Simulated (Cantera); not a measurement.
A closed system holds: 1 mol V, 0.18 mol H2O, 2.3 mol H2, held at 2598.15 K and 10.0 Torr.

Cantera equilibrium calculation (NASA polynomials, part measured and part estimated; ideal gas, pure solids and liquids). Candidate condensed phases: H2O, V, VO, V2O3, V2O4, V2O5; 12 gas species. Condensed phases not in the tables: N, O or C dissolved in the metal. The numbers say what is thermodynamically allowed, not how fast it happens.

Base state: H2 0.565, H 0.248, V 0.140, VO 0.0446, VO2 0.00238, H2O 0.000562, OH 5.70e-5, O 1.62e-5 (mole fractions); condensed: V(l).

Q: What changes in the equilibrium state with this change: V replaced by Zr?

A: 
```csv
species,before,after
H2,0.565,0.706
H,0.248,0.277
ZrO,0,0.0159
V,0.140,0
VO,0.0446,0
VO2,0.00238,0
Zr,0,0.000594
"V(l), mol",0.328,0
"Zr(l), mol",0,0.885
"ZrO2(tetragonal), mol",0,0.0662
```
Mutual solubility and eutectic melting of coexisting phases are not modelled. Further candidate phases: Zr, ZrO2.

Q: What changes in the equilibrium state with this change: V replaced by Ta(OEt)5?

A: 
```tsv
species	before	after
H2	0.565	0.526
H	0.248	0.239
CO	0	0.226
V	0.140	0
VO	0.0446	0
C2H2 (acetylene)	0	0.00846
VO2	0.00238	0
C2H	0	0.000338
C3	0	0.000162
C4H2	0	5.65e-5
V(l), mol	0.328	0
C(graphite), mol	0	3.40
TaC(s), mol	0	1.00
```
The feed counts by its element totals alone. TaC: taken at fixed stoichiometry. Condensed phases not in the tables: Ta2C. Further candidate phases: C, C6H6, C7H8, C8H18, Ta, TaC, Ta2O5.

Q: What changes in the equilibrium state with this change: H2 from 2.3 to 24 mol?

A: 
```json
[
 {"species": "H2", "before": "0.565", "after": "0.691"},
 {"species": "H", "before": "0.248", "after": "0.274"},
 {"species": "V", "before": "0.140", "after": "0.0287"},
 {"species": "VO", "before": "0.0446", "after": "0.00538"},
 {"species": "VO2", "before": "0.00238", "after": "0.000168"},
 {"species": "O", "before": "1.62e-5", "after": "9.51e-6"},
 {"species": "OH", "before": "5.70e-5", "after": "3.70e-5"},
 {"species": "H2O", "before": "0.000562", "after": "0.000404"},
 {"species": "V(l), mol", "before": "0.328", "after": "0"}
]
```
